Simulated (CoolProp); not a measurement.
Vapour-liquid equilibrium of R134a (1) + R245fa (2) at 261 K; x and y are mole fractions of (1).

The numbers come from the multi-fluid Helmholtz-energy mixture model, Tillner-Roth 1994 and Akasaka 2015; pair parameters Akasaka 2014 in CoolProp.

**Question.** Give the bubble pressure and the first vapour's composition at x = 0.35, 0.65, 0.95. Is there an azeotrope?

**Answer.** x = 0.35: 0.08303 MPa, y = 0.759; x = 0.65: 0.1288 MPa, y = 0.913; x = 0.95: 0.1761 MPa, y = 0.991. No azeotrope shows between x = 0.05 and 0.95.

The pair parameters rest on a limited set of measurements; away from them the model extrapolates.
